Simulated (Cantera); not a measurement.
Cantera run, input and output.

```python
import numpy as np
import cantera as ct

gas = ct.Solution("h2o2.yaml")
gas.TPX = 800, 101325, {'H2': 1, 'O2': 0.725, 'N2': 2.72}
inlet = ct.Reservoir(gas, clone=True)
gas.equilibrate("HP")  # start burning
reactor = ct.IdealGasConstPressureReactor(gas, energy="on", clone=False)
exhaust = ct.Reservoir(gas, clone=True)
tau = [0.044, 0.021, 0.0098, 0.0047, 0.0022, 0.001, 0.00049, 0.00023, 0.00011, 5.2e-05][0]
for a, b in ((inlet, reactor), (reactor, exhaust)):
    ct.MassFlowController(a, b, mdot=lambda t: reactor.mass / tau)
net = ct.ReactorNet([reactor])
show = ['H2', 'O2', 'H2O', 'O', 'H', 'H2O2']

rows = []
print(f"{'tau/s':>10s}{'T/K':>9s}" + "".join(f"{s:>11s}" for s in show))
for tau in [0.044, 0.021, 0.0098, 0.0047, 0.0022, 0.001, 0.00049, 0.00023, 0.00011, 5.2e-05]:
    net.initial_time = 0.0
    net.advance(30 * tau)
    before = gas.X
    net.advance(40 * tau)
    drift = np.max(np.abs(gas.X - before) / (gas.X + 1e-9))
    rows.append([gas.T, *gas[show].X, drift])
    print(f"{tau:10.3e}{gas.T:9.1f}" + "".join(f"{x:11.3e}" for x in gas[show].X))
```

Output:

```
     tau/s      T/K         H2         O2        H2O          O          H       H2O2
 4.400e-02   2355.9  3.242e-03  5.503e-02  2.432e-01  1.752e-03  8.027e-04  2.884e-07
 2.100e-02   2351.4  3.492e-03  5.502e-02  2.426e-01  1.880e-03  8.969e-04  2.822e-07
 9.800e-03   2341.9  4.027e-03  5.500e-02  2.415e-01  2.156e-03  1.113e-03  2.724e-07
 4.700e-03   2323.5  5.051e-03  5.500e-02  2.393e-01  2.697e-03  1.578e-03  2.630e-07
 2.200e-03   2288.6  6.965e-03  5.511e-02  2.353e-01  3.746e-03  2.629e-03  2.655e-07
 1.000e-03   2228.7  1.011e-02  5.556e-02  2.288e-01  5.564e-03  4.870e-03  2.987e-07
 4.900e-04   2150.5  1.387e-02  5.644e-02  2.210e-01  7.891e-03  8.471e-03  3.684e-07
 2.300e-04   2042.8  1.842e-02  5.804e-02  2.110e-01  1.092e-02  1.443e-02  5.082e-07
 1.100e-04   1916.4  2.299e-02  6.039e-02  2.002e-01  1.404e-02  2.256e-02  7.790e-07
 5.200e-05   1772.6  2.790e-02  6.391e-02  1.883e-01  1.669e-02  3.279e-02  1.360e-06
```

Detailed kinetics in Cantera: the H2/O2 subset of GRI-Mech 3.0, which has no nitrogen chemistry.
